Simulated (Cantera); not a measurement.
Feed: 1 mol toluene, 0.96 mol NH3, 0.49 mol H2, held at 1777 °C and 0.000770 bar.

Equilibrium computed with Cantera from the NASA thermochemical tables; the gas is ideal and each condensed phase is pure. Candidate condensed phases: C, C6H6, C7H8, C8H18; 92 gas species. Rates play no part.

Base state: H2 0.849, H 0.0753, N2 0.0697, HCN 0.00435, C2H2 (acetylene) 0.000902, HNC 0.000270, CN 1.02e-5 (mole fractions); condensed: C(graphite).

Task: What changes in the equilibrium state with this change: 2 mol CO2 added?

Result: 
```json
[
 {"species": "H2", "before": "0.849", "after": "0.521"},
 {"species": "CO", "before": "0", "after": "0.373"},
 {"species": "H", "before": "0.0753", "after": "0.0590"},
 {"species": "N2", "before": "0.0697", "after": "0.0433"},
 {"species": "C2H2 (acetylene)", "before": "0.000902", "after": "0.000554"},
 {"species": "HCN", "before": "0.00435", "after": "0.00268"},
 {"species": "C(graphite), mol", "before": "6.96", "after": "4.96"}
]
```
Further candidate phases: H2O.
